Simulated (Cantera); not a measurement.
Input (Python, Cantera) and output of one run.

```python
import numpy as np
import cantera as ct

gas_names = """
    H H2 Pb Pb2
""".split()
cond_names = """
    Pb(cr) Pb(L)
""".split()


def load(file, names, dense=False):
    # The tables refer to 1 bar. Condensed volumes are neglected.
    table = {s.name: s for s in ct.Species.list_from_file(file)}
    out = []
    for n in names:
        d = dict(table[n].input_data)
        d["thermo"] = dict(d["thermo"], **{"reference-pressure": 1e5})
        if dense:
            d["equation-of-state"] = {"model": "constant-volume", "density": "1e6 g/cm^3"}
        out.append(ct.Species.from_dict(d))
    return out


gas = ct.Solution(thermo="ideal-gas", species=load("nasa_gas.yaml", gas_names))
cond = {s.name: ct.Solution(thermo="fixed-stoichiometry", species=[s], name=s.name)
        for s in load("nasa_condensed.yaml", cond_names, dense=True)}
atoms = {
    'Pb': {'Pb': 1},
    'H2': {'H': 2},
}
top_T = {}  # K; cautious upper limits of use, not melting points


def equilibrate(T, P, feed):
    n = {}
    for name, mol in feed.items():
        for a, k in atoms[name].items():
            n[a] = n.get(a, 0.0) + k * mol
    gas.TPX = T, P, n
    mass = sum(n.values()) * gas.mean_molecular_weight
    gas.equilibrate("TP")
    valid = [c for c in cond.values() if c.min_temp <= T <= top_T.get(c.name, c.max_temp)]
    mix = ct.Mixture([(gas, mass / gas.mean_molecular_weight)] + [(c, 0.0) for c in valid])
    mix.T, mix.P = T, P
    mix.equilibrate("TP", solver="vcs", rtol=1e-11, max_steps=5000)
    return mix


results = []
feed = {'Pb': 1, 'H2': 6.1}  # mol
P = 1000  # Pa
for T in [575, 625, 675, 725, 775, 825, 875, 925, 975, 1025, 1075]:
    mix = equilibrate(T, P, feed)
    results.append((T, P, feed, dict(zip(mix.species_names, mix.species_moles))))
    x = sorted(zip(gas.X, gas.species_names), reverse=True)
    print(f"T = {T:g} K  P = {P:g} Pa  gas = {mix.phase_moles(0):.4g} mol")
    print("   x: " + "  ".join(f"{s} {v:.3e}" for v, s in x if v > 0.0001))
    print("   condensed (mol): " + ("  ".join(f"{mix.phase(i).name} {mix.phase_moles(i):.4g}"
          for i in range(1, mix.n_phases) if mix.phase_moles(i) > 1e-12) or "none"))
```

Output:

```
T = 575 K  P = 1000 Pa  gas = 6.1 mol
   x: H2 1.000e+00
   condensed (mol): Pb(cr) 1
T = 625 K  P = 1000 Pa  gas = 6.1 mol
   x: H2 1.000e+00
   condensed (mol): Pb(L) 1
T = 675 K  P = 1000 Pa  gas = 6.1 mol
   x: H2 1.000e+00
   condensed (mol): Pb(L) 1
T = 725 K  P = 1000 Pa  gas = 6.1 mol
   x: H2 1.000e+00
   condensed (mol): Pb(L) 1
T = 775 K  P = 1000 Pa  gas = 6.1 mol
   x: H2 1.000e+00
   condensed (mol): Pb(L) 1
T = 825 K  P = 1000 Pa  gas = 6.1 mol
   x: H2 1.000e+00
   condensed (mol): Pb(L) 0.9999
T = 875 K  P = 1000 Pa  gas = 6.1 mol
   x: H2 9.999e-01
   condensed (mol): Pb(L) 0.9996
T = 925 K  P = 1000 Pa  gas = 6.102 mol
   x: H2 9.997e-01  Pb 2.672e-04
   condensed (mol): Pb(L) 0.9984
T = 975 K  P = 1000 Pa  gas = 6.106 mol
   x: H2 9.991e-01  Pb 9.167e-04
   condensed (mol): Pb(L) 0.9944
T = 1025 K  P = 1000 Pa  gas = 6.117 mol
   x: H2 9.972e-01  Pb 2.781e-03
   condensed (mol): Pb(L) 0.983
T = 1075 K  P = 1000 Pa  gas = 6.147 mol
   x: H2 9.924e-01  Pb 7.594e-03
   condensed (mol): Pb(L) 0.9533
```

These are equilibrium values from Cantera (NASA tables, ideal gas, pure condensed phases), not measurements of a reactor.
